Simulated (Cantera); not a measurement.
A freely propagating, adiabatic, planar premixed flame of H₂ : O₂ : N₂ = 1 : 0.333 : 1.25 (molar parts), unburnt at 673 K and 100000 Pa; mixture-averaged transport, grid criteria slope 0.08 and curve 0.16, no radiation.

Model: the H2/O2 subset of GRI-Mech 3.0, which has no nitrogen chemistry, integrated in Cantera. Burning velocities carry a grid error of a few per cent, more on coarse grids.

x: mole fraction of selected species; z is measured from the peak of heat release.

```
z (mm)  T (K)  u (m/s)   x H₂        x O₂         x H       x HO₂        x OH     x H₂O
------  -----  -------  -----  ----------  ----------  ----------  ----------  --------
-1.43     673     10.9  0.387       0.129       <1e-8       <1e-8       <1e-8     <1e-8
-0.951    673     10.9  0.387       0.129       <1e-8       <1e-8       <1e-8     <1e-8
-0.713    673     10.9  0.387       0.129       <1e-8       <1e-8       <1e-8     <1e-8
-0.476    673     10.9  0.387       0.129     2.58e-7     1.07e-6       <1e-8   9.12e-8
-0.238    687     11.1  0.385       0.129    0.000379    0.000197     5.61e-5  0.000725
-0.119    856     13.6  0.356       0.124     0.00934    0.000156    0.000659    0.0160
0        1277     19.7  0.236      0.0799      0.0589     6.89e-5     0.00382     0.109
0.119    1579     24.1  0.134      0.0215      0.0954     1.82e-5     0.00870     0.217
0.238    1712     25.9  0.117  (withheld)      0.0939  (withheld)  (withheld)     0.242
0.476    1852     27.7  0.121     0.00576      0.0801     4.16e-6      0.0123     0.250
0.951    2002     29.6  0.127     0.00419      0.0634     2.76e-6      0.0129     0.257
1.90     2148     31.4  0.132     0.00273      0.0476     1.73e-6      0.0123     0.266
3.81     2280     33.0  0.136  (withheld)  (withheld)  (withheld)  (withheld)     0.274
```

**Question.** Some entries are withheld; supply them.

**Answer.** 
- 0.238, x O₂: 0.00875
- 0.238, x HO₂: 6.95e-6
- 0.238, x OH: 0.0108
- 3.81, x O₂: 0.00154
- 3.81, x H: 0.0335
- 3.81, x HO₂: 1.01e-6
- 3.81, x OH: 0.0106
